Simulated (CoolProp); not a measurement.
The fluid at 282.25 K and 18.4 MPa is throttled through a valve to 6.81 MPa with no heat exchange. The same conditions are run with several fluids, on thermodynamics alone (safety and materials aside).

The numbers come from the reference Helmholtz-energy equation of state of each fluid (R245fa: Akasaka 2015; ethylene: Smukala 2000; n-hexane: Thol 2019; ethane: Bücker 2006; carbon dioxide: Span 1996) in CoolProp.

```json
[
 {"fluid": "R245fa", "temperature change (K)": "+3.5", "final density (kg/m³)": "1390"},
 {"fluid": "ethylene", "temperature change (K)": "-6.0", "final density (kg/m³)": "372"},
 {"fluid": "n-hexane", "temperature change (K)": "+5.1", "final density (kg/m³)": "671"},
 {"fluid": "ethane", "temperature change (K)": "-1.1", "final density (kg/m³)": "406"},
 {"fluid": "carbon dioxide", "temperature change (K)": "-2.9", "final density (kg/m³)": "917"}
]
```
